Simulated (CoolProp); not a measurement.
Model: reference Helmholtz-energy equation of state, Schmidt 1985, in CoolProp.

### Question
Give the vapour pressure (kPa), enthalpy of vaporisation (kJ/kg), liquid cp (kJ/(kg K)), surface tension (mN/m) of saturated oxygen at 119.3, 139, 148.9 K.

### Answer
| T (K) | p (kPa) | enthalpy of vaporisation (kJ/kg) | liquid cp (kJ/(kg K)) | surface tension (mN/m) |
|---|---|---|---|---|
| 119.3 | 981 | 175 | 1.92 | 6.29 |
| 139 | 2670 | 128 | 2.61 | 2.31 |
| 148.9 | 4040 | 86.2 | 4.69 | 0.672 |

Surface tension comes from a separate correlation (Mulero 2012).
